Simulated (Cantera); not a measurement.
Silicon oxide and oxynitride deposition: SiCl4 + O2 + H2

Feed: 1 mol SiCl4, 0.58 mol O2, 1.1 mol H2, held at 0.0133 bar.

These are equilibrium values from Cantera (NASA tables, ideal gas, pure condensed phases), not measurements of a reactor. Candidate condensed phases: H2O, Si, SiO2; 30 gas species. The tables' values for SiCl3 are old estimates; treat these amounts as uncertain. The tables hold silica as quartz up to 1696 K and as liquid above; real silica turns to tridymite and cristobalite and melts near 1996 K. The numbers say what is thermodynamically allowed, not how fast it happens.

| T (K) | log p HCl | log p SiCl4 | log p Cl | log p Cl2 | log p SiCl3 | log p SiCl2 | n SiO2(α-quartz) | n SiO2(β-quartz) |
|---|---|---|---|---|---|---|---|---|
| 825 | -1.96 | -2.68 | -6.55 | -3.53 | -13.08 | <-13 | 0.580 | 0 |
| 900 | -1.96 | -2.68 | -5.89 | -3.53 | -11.66 | <-13 | 0 | 0.580 |
| 975 | -1.96 | -2.68 | -5.34 | -3.53 | -10.45 | <-13 | 0 | 0.580 |
| 1050 | -1.96 | -2.68 | -4.87 | -3.54 | -9.42 | <-13 | 0 | 0.580 |
| 1125 | -1.96 | -2.68 | -4.46 | -3.55 | -8.52 | -13.27 | 0 | 0.580 |
| 1200 | -1.96 | -2.68 | -4.12 | -3.59 | -7.73 | -11.83 | 0 | 0.580 |
| 1275 | -1.96 | -2.68 | -3.83 | -3.65 | -7.01 | -10.52 | 0 | 0.580 |
| 1350 | -1.96 | -2.68 | -3.60 | -3.77 | -6.35 | -9.31 | 0 | 0.580 |
| 1425 | -1.97 | -2.69 | -3.44 | -3.95 | -5.71 | -8.15 | 0 | 0.580 |
| 1500 | -1.97 | -2.69 | -3.33 | -4.19 | -5.10 | -7.02 | 0 | 0.580 |
| 1575 | -1.97 | -2.70 | -3.26 | -4.47 | -4.53 | -5.95 | 0 | 0.580 |
log p: log10 of the partial pressure in bar; n: condensed amount in mol.

At 825 K the condensed part is SiO2(α-quartz). From 900 K to 1575 K the condensed part is SiO2(β-quartz). The main Si-bearing gas is SiCl4 throughout.
